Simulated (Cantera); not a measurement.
An isothermal, constant-pressure homogeneous reactor starts with 25.4 % H₂, 74.6 % O₂, equivalence ratio 0.17, at 1225 K and 0.750 Torr.

Cantera simulation using the H2/O2 subset of GRI-Mech 3.0, which has no nitrogen chemistry; the numbers are that mechanism's predictions, not measurements. Radical loss at walls, strong at low pressure, is not modelled. The temperature is held fixed by assumption; the heat of reaction is taken as removed at once.

x: mole fraction; the columns are a selection and need not sum to one.

```tsv
t (s)	x H₂	x O₂	x H	x H₂O₂	x O	x H₂O
2.00e-6	0.254	0.746	4.14e-11	<1e-12	<1e-12	<1e-12
6.55e-6	0.254	0.746	1.35e-10	<1e-12	<1e-12	<1e-12
2.15e-5	0.254	0.746	4.38e-10	<1e-12	7.03e-12	<1e-12
7.03e-5	0.254	0.746	1.40e-9	<1e-12	7.21e-11	9.95e-12
0.000230	0.254	0.746	4.38e-9	1.05e-12	6.83e-10	2.88e-10
0.000754	0.254	0.746	1.66e-8	1.12e-11	6.06e-9	7.05e-9
0.00247	0.254	0.746	2.03e-7	1.20e-10	1.03e-7	2.55e-7
0.00809	0.253	0.746	0.000265	[?]	0.000139	0.000404
0.0265	0.0136	0.604	0.0968	2.33e-8	0.0870	0.186
0.0869	0.0133	0.607	0.0932	2.38e-8	0.0849	0.189
0.285	0.0126	0.617	0.0820	[?]	0.0774	0.199
0.932	0.0101	0.643	0.0522	[?]	0.0564	0.227
3.05	0.00389	0.687	0.0108	[?]	0.0195	0.272
10.0	0.000404	0.707	0.000347	[?]	0.00196	0.288
```

**Question.** Fill in the missing entries.

**Answer.** 
- 0.00809, x H₂O₂: 1.28e-9
- 0.285, x H₂O₂: 2.58e-8
- 0.932, x H₂O₂: 3.19e-8
- 3.05, x H₂O₂: 4.06e-8
- 10.0, x H₂O₂: 2.37e-8
